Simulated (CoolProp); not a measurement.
Vapour-liquid equilibrium of carbon dioxide (1) + C2F6 (R116) (2) at 615 kPa; x and y are mole fractions of (1).

The numbers come from the multi-fluid Helmholtz-energy mixture model, Span 1996 and Lemmon 2006; pair parameters Bell 2016 in CoolProp.

```csv
x,bubble temperature (K),y at the bubble point,dew temperature at overall composition x (K),liquid density (mol/L)
0.05,233.2,0.146,235.6,10.58
0.2,224.5,0.453,231.7,12.01
0.35,219.7,0.605,227.6,13.57
0.5,217.6,0.678,223.0,15.39
0.65,217.0,0.717,218.3,17.70
0.8,216.9,0.759,217.3,20.76
0.95,218.6,0.886,219.7,24.86
```

y crosses x between x = 0.65 and 0.8: the model has an azeotrope there.

The pair parameters rest on a limited set of measurements; away from them the model extrapolates.
